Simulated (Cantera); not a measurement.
Input (Python, Cantera):

```python
import numpy as np
import cantera as ct

gas = ct.Solution("h2o2.yaml")
gas.TPX = 1423, 1900, {'H2': 0.04, 'O2': 1}
reactor = ct.IdealGasConstPressureReactor(gas, energy="off", clone=False)
net = ct.ReactorNet([reactor])
net.rtol, net.atol = 1e-08, 1e-18
show = ['H2', 'O2', 'HO2', 'OH', 'H', 'H2O2']
times = np.geomspace(2e-05, 30, 12)

steps = ct.SolutionArray(gas, extra=["t"])
rows = []
print(f"{'t/s':>10s}{'T/K':>9s}{'P/Pa':>11s}" + "".join(f"{s:>11s}" for s in show))
for t in times:
    while net.time < t:
        t_next = net.step()
        steps.append(gas.state, t=t_next)
    rows.append([np.interp(t, steps.t, y) for y in (steps.T, steps.P, *steps(*show).X.T)])
    print(f"{t:10.3e}{rows[-1][0]:9.1f}{rows[-1][1]:11.4g}" + "".join(f"{x:11.3e}" for x in rows[-1][2:]))
rate = np.gradient(steps.T, steps.t)
print("integrator steps:", len(steps.t))
if steps.T.max() > steps.T[0] + 200:
    print(f"time of steepest temperature rise: {steps.t[rate.argmax()]:.4e} s")
gas.TPX = 1423, 1900, {'H2': 0.04, 'O2': 1}
gas.equilibrate("TP")
print(f"equilibrium (TP): T = {gas.T:.1f} K  " + "  ".join(f"{s} {gas[s].X[0]:.3e}" for s in show))
```

It prints:

```
       t/s      T/K       P/Pa         H2         O2        HO2         OH          H       H2O2
 2.000e-05   1423.0       1900  3.846e-02  9.615e-01  3.371e-08  1.584e-08  1.994e-08  7.842e-12
 7.286e-05   1423.0       1900  3.846e-02  9.615e-01  1.228e-07  1.259e-07  6.174e-08  1.011e-10
 2.654e-04   1423.0       1900  3.845e-02  9.615e-01  4.492e-07  3.393e-06  1.250e-06  1.216e-09
 9.670e-04   1423.0       1900  8.372e-03  9.361e-01  2.392e-06  8.261e-03  4.516e-03  1.077e-07
 3.523e-03   1423.0       1900  5.017e-04  9.287e-01  1.951e-06  4.849e-03  3.275e-03  5.143e-08
 1.283e-02   1423.0       1900  4.342e-04  9.334e-01  1.847e-06  4.522e-03  2.592e-03  4.974e-08
 4.675e-02   1423.0       1900  2.691e-04  9.441e-01  1.506e-06  3.579e-03  1.217e-03  4.322e-08
 1.703e-01   1423.0       1900  7.890e-05  9.557e-01  7.851e-07  1.950e-03  1.855e-04  2.651e-08
 6.205e-01   1423.0       1900  1.101e-05  9.599e-01  2.082e-07  7.308e-04  9.496e-06  9.516e-09
 2.260e+00   1423.0       1900  1.351e-06  9.606e-01  6.239e-08  2.564e-04  4.068e-07  2.452e-09
 8.235e+00   1423.0       1900  2.653e-07  9.607e-01  7.002e-08  1.138e-04  3.549e-08  8.237e-10
 3.000e+01   1423.0       1900  1.867e-07  9.607e-01  7.903e-08  9.548e-05  2.098e-08  6.878e-10
integrator steps: 1764
equilibrium (TP): T = 1423.0 K  H2 1.865e-07  O2 9.607e-01  HO2 7.905e-08  OH 9.544e-05  H 2.095e-08  H2O2 6.875e-10
```

Detailed kinetics in Cantera: the H2/O2 subset of GRI-Mech 3.0, which has no nitrogen chemistry. Radical loss at walls, strong at low pressure, is not modelled. The temperature is held fixed by assumption; the heat of reaction is taken as removed at once.
